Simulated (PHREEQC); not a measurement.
Solution (25 °C): 1 mmol/kgw HF, 0.054 mmol/kgw NaF and 1.6 mmol/kgw H2SiF6. Closed to the air; pH follows from the charge balance.

The numbers come from PHREEQC with the ion-association model, wateq4f.dat.

This is a speciation only: nothing precipitates in the calculation.

Task: Order these F species by the share of F that they hold, largest first: F-, HF2-, H2F2, SiF6-2, HF.

Result: SiF6-2 (72 %), HF (22 %), F- (5.5 %), H2F2 (0.28 %), HF2- (0.10 %)

The pH is 2.54 and the ionic strength 0.00442 mol/kgw. Examples of supersaturated solids here: Quartz (slow to form), Chalcedony (slow to form). Others may be too. SiF6-2 is the database's only silicon fluoride.
